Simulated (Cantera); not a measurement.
Source: NASA polynomial tables (part measured, part estimated), evaluated in Cantera. Values are per mole of reaction as written; species without (g) are pure solids or liquids, kept so even where they would boil at 1 bar.

### Question
Between 300 and 2373 K, where is each reaction favourable under standard conditions?
- 2 Nb + 5 H₂O₂(g) → 5 H₂O(g) + Nb₂O₅

### Answer
- 2 Nb + 5 H₂O₂(g) → 5 H₂O(g) + Nb₂O₅: ΔG° is -2378 kJ at 300 K and -2143 kJ at 2373 K; it stays negative (K > 1). ΔH° is -2261 kJ and ΔS° -50 J/K at 2373 K.
